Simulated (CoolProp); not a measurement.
Vapour-liquid equilibrium of ethanol (1) + isohexane (2) at 1260 kPa; x and y are mole fractions of (1).

Values from CoolProp's multi-fluid Helmholtz-energy mixture model, Schroeder 2014 and Lemmon 2006; pair parameters Bell 2016.

Q: Give the bubble temperature and the first vapour's composition at x = 0.55, 0.65, 0.75. Is there an azeotrope?

A: x = 0.55: 146.7 °C, y = 0.531; x = 0.65: 147.2 °C, y = 0.577; x = 0.75: 148.5 °C, y = 0.637. y crosses x between x = 0.45 and 0.55: the model has an azeotrope there.

The pair parameters rest on a limited set of measurements; away from them the model extrapolates.
